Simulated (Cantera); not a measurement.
A perfectly stirred reactor is fed with CH₄ : CO₂ = 1 : 0.7 (molar parts), at 10.0 bar; it is held at 2100 K, and followed from long to short residence time.

Model: GRI-Mech 3.0 (53 species, 325 reactions), integrated in Cantera.

What does this change do: pressure from 10.0 bar to 22.0 bar?


```
quantity                 before    after
----------------------  -------  -------
x(CH₄) at τ = 5.60 s    0.00686   0.0139
x(CO₂) at τ = 5.60 s    4.38e-5  3.79e-5
x(HO₂) at τ = 5.60 s     <1e-12   <1e-12
x(C₂H₂) at τ = 5.60 s    0.0402   0.0362
x(C₂H₆) at τ = 5.60 s   1.56e-6  6.55e-6
x(CH₄) at τ = 91.0 ms   0.00960   0.0156
x(CO₂) at τ = 91.0 ms   0.00202  0.00154
x(HO₂) at τ = 91.0 ms    <1e-12   <1e-12
x(C₂H₂) at τ = 91.0 ms   0.0462   0.0408
x(C₂H₆) at τ = 91.0 ms  2.67e-6  7.91e-6
```
The pressure lies above the range GRI-Mech 3.0 was tuned for (to about 10 atm).
